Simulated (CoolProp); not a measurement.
Isobutene along the isotherm 115.45 °C: fugacity coefficient from the reference equation and from simpler models built on Tc = 144.9 °C, pc = 40.16 bar, ω = 0.193; each cubic takes its own stable root.

Model: reference Helmholtz-energy equation of state, Lemmon 2005, in CoolProp. It is a short technical equation, of lower accuracy than the large ones.

```
p (bar)  phase  reference
-------  -----  ---------
1.83       gas     0.9800
3.65       gas     0.9602
5.48       gas     0.9403
7.3        gas     0.9206
9.13       gas     0.9008
11         gas     0.8807
12.8       gas     0.8613
14.6       gas     0.8418
16.4       gas     0.8223
18.3       gas     0.8016
20.1       gas     0.7819
```

Question: How far does each simpler model (Soave-Redlich-Kwong, Peng-Robinson) lie from the reference over these 11 states: mean and median of the absolute difference, and the worst?

Answer: 
- Soave-Redlich-Kwong: mean 0.4 %, median 0.4 %, worst +0.9 % at 115.45 °C and 20.1 bar
- Peng-Robinson: mean 0.7 %, median 0.7 %, worst -1.1 % at 115.45 °C and 20.1 bar
